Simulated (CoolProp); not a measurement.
Fluorine along the isotherm 126.5 K: density (kg/m³) from the reference equation and from simpler models built on Tc = 144.4 K, pc = 5.240 MPa, ω = 0.045; each cubic takes its own stable root.

The numbers come from the reference Helmholtz-energy equation of state, de Reuck 1990 in CoolProp.

```tsv
p (MPa)	phase	reference
0.0632	gas	2.297
0.107	gas	3.905
0.18	gas	6.617
0.304	gas	11.32
0.513	gas	19.52
0.866	gas	34.31
1.46	gas	62.68
2.47	liquid	1134
4.16	liquid	1157
7.02	liquid	1188
11.9	liquid	1228
20	liquid	1277
```

How far does each simpler model (van der Waals, Redlich-Kwong, Soave-Redlich-Kwong, Peng-Robinson) lie from the reference over these 12 states: mean and median of the absolute difference, and the worst?


- van der Waals: mean 17.5 %, median 2.6 %, worst -89.6 % at 126.5 K and 2.47 MPa
- Redlich-Kwong: mean 1.7 %, median 0.1 %, worst -7.3 % at 126.5 K and 2.47 MPa
- Soave-Redlich-Kwong: mean 1.6 %, median 0.1 %, worst -6.9 % at 126.5 K and 2.47 MPa
- Peng-Robinson: mean 3.7 %, median 1.0 %, worst +11.6 % at 126.5 K and 20 MPa

At some of these states van der Waals gives the other phase, because its saturation line lies elsewhere.
